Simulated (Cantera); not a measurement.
A perfectly stirred reactor is fed with CH₄ : H₂ = 0.0076 : 1 (molar parts), at 0.207 atm; it is held at 1623 K, and followed from long to short residence time.

Computed with Cantera and GRI-Mech 3.0 (53 species, 325 reactions). GRI-Mech 3.0 stops at C3 and has no aromatics, soot or wall deposition, so with more carbon than oxygen in the feed, carbon stays in small species such as C2H2 where larger ones or solid carbon would form.

Task: What does this change do: CH4 0.0076 to 0.015 parts?

Result: 
```tsv
quantity	before	after
x(CH₄) at τ = 1.20 s	0.00638	0.0112
x(H₂) at τ = 1.20 s	0.993	0.987
x(CH₃) at τ = 1.20 s	1.93e-5	3.38e-5
x(H) at τ = 1.20 s	0.000148	0.000146
x(C₂H₂) at τ = 1.20 s	0.000555	0.00169
x(CH₄) at τ = 35.0 ms	0.00749	0.0146
x(H₂) at τ = 35.0 ms	0.992	0.985
x(CH₃) at τ = 35.0 ms	1.98e-5	4.04e-5
x(H) at τ = 35.0 ms	0.000129	0.000134
x(C₂H₂) at τ = 35.0 ms	1.55e-5	6.55e-5
```
